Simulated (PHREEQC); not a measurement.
Make-up at 25 °C: 1.3 mol/kgw KOH, 0.0017 mol/kgw H3BO3 and 0.00087 mol/kgw Na2CO3. Closed to the air; pH follows from the charge balance.

Model: ion-association model, phreeqc.dat, run in PHREEQC.

Each row changes one thing in this solution. This is a speciation only: nothing precipitates in the calculation.

```tsv
case	pH	NaCO3- (mol/kgw)	HCO3- (mol/kgw)
as made	13.88	4.23e-6	6.50e-8
Na2CO3 from 0.00087 to 8.7e-05 mol/kgw	13.88	4.26e-8	6.53e-9
KOH from 1.3 to 0.65 mol/kgw	13.60	5.65e-6	1.43e-7
temperature from 25 to 60 °C	12.88	1.78e-5	3.82e-7
temperature from 25 to 75 °C	12.55	2.92e-5	7.51e-7
H3BO3 left out	13.88	4.23e-6	6.49e-8
temperature from 25 to 30 °C	13.71	5.33e-6	8.52e-8
H3BO3 from 0.0017 to 0.0034 mol/kgw	13.88	4.23e-6	6.51e-8
```

The ionic strength passes 0.7 mol/kgw, the rough limit of the ion-association models, in as made; Na2CO3 from 0.00087 to 8.7e-05 mol/kgw; temperature from 25 to 60 °C; temperature from 25 to 75 °C; H3BO3 left out; temperature from 25 to 30 °C; H3BO3 from 0.0017 to 0.0034 mol/kgw. At this temperature some constants are extrapolated from 25 °C, and those without enthalpy data are left unchanged.
